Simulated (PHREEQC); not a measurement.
**Acid rinse or clean**

Make-up at 11 °C: 0.014 mol/kgw HBr, 0.0034 mol/kgw CuSO4 and 0.00021 mol/kgw KCl. Closed to the air; pH follows from the charge balance.

Model: ion-association model, phreeqc.dat, run in PHREEQC.

Precipitation was switched off in this run.

### Question
Predict the pH, ionic strength.

### Answer
pH 1.94; ionic strength 0.0242 mol/kgw.

### Question
In which forms is S present?

### Answer
SO4-2 58 %, HSO4- 32 %, CuSO4 11 % of the S.

Species that the database lacks are ignored. At this temperature some constants are extrapolated from 25 °C, and those without enthalpy data are left unchanged.
